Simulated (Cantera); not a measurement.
An adiabatic, constant-pressure homogeneous reactor starts with 16.4 % CO, 13.2 % H₂, 14.8 % O₂, 55.6 % N₂, equivalence ratio 1.0, at 1025 K and 6450 Torr.

Detailed kinetics in Cantera: GRI-Mech 3.0 (53 species, 325 reactions). The hydrogen kinetics of GRI-Mech 3.0 are dated; newer H2 mechanisms differ, most at raised pressure.

**Question.** Predict: time of steepest temperature rise; temperature at 0.600 s; equilibrium temperature; x(CO) at 0.600 s; x(H₂) at 0.600 s; x(O₂) at 0.600 s; x(H₂O) at 0.600 s; x(NO₂) at 0.600 s.

**Answer.** time of steepest temperature rise: 2.19 ms
temperature at 0.600 s: 2766 K
equilibrium temperature: 2766 K
x(CO) at 0.600 s: 0.0464 (gas-phase equilibrium 0.0464)
x(H₂) at 0.600 s: 0.00663 (gas-phase equilibrium 0.00663)
x(O₂) at 0.600 s: 0.0184 (gas-phase equilibrium 0.0184)
x(H₂O) at 0.600 s: 0.137 (gas-phase equilibrium 0.137)
x(NO₂) at 0.600 s: 5.57e-6 (gas-phase equilibrium 5.57e-6)
